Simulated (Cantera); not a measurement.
Input: 1 mol Ta(OEt)₅, 3 mol O₂, 24 mol H₂, equilibrated at 1350 K and 1 atm.

Equilibrium computed with Cantera from the NASA thermochemical tables; the gas is ideal and each condensed phase is pure. Candidate condensed phases: C, C₆H₆, C₇H₈, C₈H₁₈, H₂O, Ta, TaC, Ta₂O₅; 113 gas species. The feed counts by its element totals alone. Mutual solubility and eutectic melting of coexisting phases are not modelled. TaC: taken at fixed stoichiometry. Condensed phases not in the tables: Ta₂C. Rates play no part.

Base state: H₂ 0.790, CO 0.206, H₂O 0.00209, CH₄ 0.00165, CO₂ 0.000278 (mole fractions); condensed: TaC(s) + Ta₂O₅(s).

What changes in the equilibrium state with this change: pressure from 1 atm to 0.0100 bar?


```tsv
species	before	after
H₂	0.790	0.792
CO	0.206	0.208
H₂O	0.00209	0.000562
CH₄	0.00165	6.06e-7
H	2.10e-6	2.12e-5
CO₂	0.000278	7.49e-5
TaC(s), mol	0.438	0.437
Ta₂O₅(s), mol	0.281	0.282
```
